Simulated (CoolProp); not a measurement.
Saturation properties of n-nonane.

Values from CoolProp's reference Helmholtz-energy equation of state, Lemmon 2006. It is a short technical equation, of lower accuracy than the large ones.

```
T (K)  p (MPa)  enthalpy of vaporisation (kJ/kg)  liquid cp (kJ/(kg K))    vapour Z  liquid viscosity (µPa s)  liquid conductivity (mW/(m K))
-----  -------  --------------------------------  ---------------------  ----------  ------------------------  ------------------------------
418.1  0.08665                             292.4                  2.707      0.9478                       218                      (withheld)
429.1   0.1160                        (withheld)                  2.757      0.9360                       201                            96.6
440     0.1523                             277.6                  2.807      0.9225                       186                            94.6
451     0.1972                             269.8                  2.859      0.9072                       171                            92.6
462     0.2518                        (withheld)                  2.913      0.8898                (withheld)                      (withheld)
472.9   0.3166                             252.9                  2.967  (withheld)                       146                            88.6
483.9   0.3943                             243.6                  3.025  (withheld)                       134                            86.7
494.8   0.4848                             233.9                  3.086      0.8250                       123                            84.8
```

Question: Fill in the missing entries.

Answer: 
- 418.1, liquid conductivity (mW/(m K)): 98.7
- 429.1, enthalpy of vaporisation (kJ/kg): 285.1
- 462, enthalpy of vaporisation (kJ/kg): 261.5
- 462, liquid viscosity (µPa s): 158
- 462, liquid conductivity (mW/(m K)): 90.6
- 472.9, vapour Z: 0.8706
- 483.9, vapour Z: 0.8490

It boils at 423.9 K under 1 atm.

Viscosity comes from a separate model (Huber 2004). Thermal conductivity comes from a separate model (Huber 2005).
